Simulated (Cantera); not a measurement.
What does this Cantera script print?

```python
import numpy as np
import cantera as ct

gas_names = """
    AL ALCL ALCL2 ALCL3 ALH ALN ALO ALOCL ALOH ALO2 ALO2H AL2 AL2CL6 AL2O AL2O2 CL CLO CL2 H HALO HCL
    HNO HNO2 HNO3 HOCL HO2 H2 H2O H2O2 N NH NH2 NH3 NH2OH NO NO2 NO3 N2 N2H2 N2H4 N2O O OH O2 O3
""".split()
cond_names = """
    AL(cr) AL(L) ALCL3(s) ALCL3(L) ALN(s) AL2O3(a) AL2O3(L) H2O(s) H2O(L) NH4CL(a) NH4CL(b)
""".split()


def load(file, names, dense=False):
    # The tables refer to 1 bar. Condensed volumes are neglected.
    table = {s.name: s for s in ct.Species.list_from_file(file)}
    out = []
    for n in names:
        d = dict(table[n].input_data)
        d["thermo"] = dict(d["thermo"], **{"reference-pressure": 1e5})
        if dense:
            d["equation-of-state"] = {"model": "constant-volume", "density": "1e6 g/cm^3"}
        out.append(ct.Species.from_dict(d))
    return out


gas = ct.Solution(thermo="ideal-gas", species=load("nasa_gas.yaml", gas_names))
cond = {s.name: ct.Solution(thermo="fixed-stoichiometry", species=[s], name=s.name)
        for s in load("nasa_condensed.yaml", cond_names, dense=True)}
atoms = {
    'AlCl3': {'AL': 1, 'CL': 3},
    'H2O': {'H': 2, 'O': 1},
    'N2': {'N': 2},
}
top_T = {'ALN(s)': 2750}  # K; cautious upper limits of use, not melting points


def equilibrate(T, P, feed):
    n = {}
    for name, mol in feed.items():
        for a, k in atoms[name].items():
            n[a] = n.get(a, 0.0) + k * mol
    gas.TPX = T, P, n
    mass = sum(n.values()) * gas.mean_molecular_weight
    gas.equilibrate("TP")
    valid = [c for c in cond.values() if c.min_temp <= T <= top_T.get(c.name, c.max_temp)]
    mix = ct.Mixture([(gas, mass / gas.mean_molecular_weight)] + [(c, 0.0) for c in valid])
    mix.T, mix.P = T, P
    mix.equilibrate("TP", solver="vcs", rtol=1e-11, max_steps=5000)
    return mix


results = []
feed = {'AlCl3': 1, 'H2O': 0.79, 'N2': 6.2}  # mol
T = 2148.15  # K
for P in [10, 63, 400, 2500, 16000, 100000]:
    mix = equilibrate(T, P, feed)
    results.append((T, P, feed, dict(zip(mix.species_names, mix.species_moles))))

top = {s: max(r[3][s] / sum(r[3][g] for g in gas_names) for r in results) for s in gas_names}
cols = sorted((s for s in top if top[s] > 1e-06), key=lambda s: -top[s])[:5]
seen = [c for c in cond_names if any(r[3].get(c, 0) > 1e-12 for r in results)]
print("log10 of partial pressures in bar; condensed amounts in mol")
print(f"{'P/Pa':>10s}" + "".join(f"{s[:9]:>10s}" for s in cols + seen))
for T, P, feed, n in results:
    ng = sum(n[g] for g in gas_names)
    print(f"{P:10.4g}" + "".join(f"{np.log10(max(n[s] / ng * P / 1e5, 1e-99)):10.3f}" for s in cols)
          + "".join(f"{n.get(c, 0):10.4g}" for c in seen))
```

Result:

```
log10 of partial pressures in bar; condensed amounts in mol
      P/Pa        N2       HCL        CL     ALCL3         H  AL2O3(a)
        10    -4.203    -5.134    -4.749    -8.853    -5.280    0.2451
        63    -3.384    -4.108    -4.062    -6.687    -4.941    0.2524
       400    -2.565    -3.204    -3.405    -4.685    -4.694    0.2565
      2500    -1.749    -2.366    -2.874    -3.214    -4.388    0.2599
   1.6e+04    -0.929    -1.542    -2.425    -2.160    -4.012    0.2616
     1e+05    -0.128    -0.737    -1.971    -1.280    -3.661    0.2618
```

Cantera equilibrium calculation (NASA polynomials, part measured and part estimated; ideal gas, pure solids and liquids). The tables' values for AlCl2, AlOH are old estimates; treat these amounts as uncertain.
